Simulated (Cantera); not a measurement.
Feed: 1 mol SiCl4, 2.6 mol Cl2, 0.27 mol H2, held at 1723 K and 0.133 bar.

Cantera equilibrium calculation (NASA polynomials, part measured and part estimated; ideal gas, pure solids and liquids). Candidate condensed phases: Si; 19 gas species. The tables' values for SiCl3 are old estimates; treat these amounts as uncertain. The numbers say what is thermodynamically allowed, not how fast it happens.

Base state: Cl 0.340, Cl2 0.330, SiCl4 0.214, HCl 0.116, SiCl3 0.000493 (mole fractions); condensed: gas only.

Q: What changes in the equilibrium state with this change: temperature from 1723 K to 1248.15 K?

A: 
| species | before | after |
|---|---|---|
| Cl2 | 0.330 | 0.589 |
| SiCl4 | 0.214 | 0.256 |
| HCl | 0.116 | 0.138 |
| Cl | 0.340 | 0.0161 |
| SiCl3 | 0.000493 | 3.74e-7 |

Q: What changes in the equilibrium state with this change: temperature from 1723 K to 1275 K?

A: 
| species | before | after |
|---|---|---|
| Cl2 | 0.330 | 0.585 |
| SiCl4 | 0.214 | 0.256 |
| HCl | 0.116 | 0.138 |
| Cl | 0.340 | 0.0207 |
| SiCl3 | 0.000493 | 6.44e-7 |

Q: What changes in the equilibrium state with this change: H2 from 0.27 to 0.74 mol?

A: 
```json
[
 {"species": "HCl", "before": "0.116", "after": "0.293"},
 {"species": "Cl", "before": "0.340", "after": "0.282"},
 {"species": "Cl2", "before": "0.330", "after": "0.227"},
 {"species": "SiCl4", "before": "0.214", "after": "0.197"},
 {"species": "SiCl3", "before": "0.000493", "after": "0.000548"}
]
```
